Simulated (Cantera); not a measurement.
A perfectly stirred reactor is fed with C2H6 : N2 = 1 : 5.4 (molar parts), at 110000 Pa; it is held at 1650 K, and followed from long to short residence time.

Computed with Cantera and GRI-Mech 3.0 (53 species, 325 reactions). GRI-Mech 3.0 stops at C3 and has no aromatics, soot or wall deposition, so with more carbon than oxygen in the feed, carbon stays in small species such as C2H2 where larger ones or solid carbon would form.

Question: Predict: x(C2H6) at τ = 5.40 s; x(HCN) at τ = 5.40 s; x(CH2) at τ = 5.40 s; x(C2H) at τ = 5.40 s; x(CH3) at τ = 5.40 s; x(C2H6) at τ = 35.0 ms; x(HCN) at τ = 35.0 ms; x(CH2) at τ = 35.0 ms; x(C2H) at τ = 35.0 ms; x(CH3) at τ = 35.0 ms.

Answer: 
```json
{
 "x(C2H6) at τ = 5.40 s": "5.07e-6",
 "x(HCN) at τ = 5.40 s": "1.07e-6",
 "x(CH2) at τ = 5.40 s": "8.81e-9",
 "x(C2H) at τ = 5.40 s": "9.43e-8",
 "x(CH3) at τ = 5.40 s": "4.71e-5",
 "x(C2H6) at τ = 35.0 ms": "0.000327",
 "x(HCN) at τ = 35.0 ms": "2.34e-7",
 "x(CH2) at τ = 35.0 ms": "1.24e-7",
 "x(C2H) at τ = 35.0 ms": "1.80e-7",
 "x(CH3) at τ = 35.0 ms": "0.000333"
}
```
